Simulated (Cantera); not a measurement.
Predominance diagram of Na at 1077 °C against the partial pressures of O₂ and S₂ (log10, bar). Cantera with NASA thermochemical tables; ideal gases at 1 bar, condensed phases pure. Candidates: Na(l), Na₂O(s), Na₂S(s), Na₂SO₄(l). Only these pure phases compete in this equilibrium. Not in the tables: pyrosulfates.

Question: Which phase is stable at these pairs, and which metal-bearing vapour leads over it? (-16.5, -5.9); (-19, 1); (-15.2, -4.1); (-17.8, -2.4); (-9, -9.3); (-14, -11); (-12.8, -5)

Answer: 
```tsv
log p(O₂)	log p(S₂)	phase	chief vapour	log p (bar)
-16.5	-5.9	Na₂S(s)	Na	-3.1
-19	1	Na₂S(s)	Na	-4.8
-15.2	-4.1	Na₂S(s)	Na	-3.5
-17.8	-2.4	Na₂S(s)	Na	-3.9
-9	-9.3	Na₂SO₄(l)	Na	-4.3
-14	-11	Na₂S(s)	Na	-1.8
-12.8	-5	Na₂S(s)	Na	-3.3
```
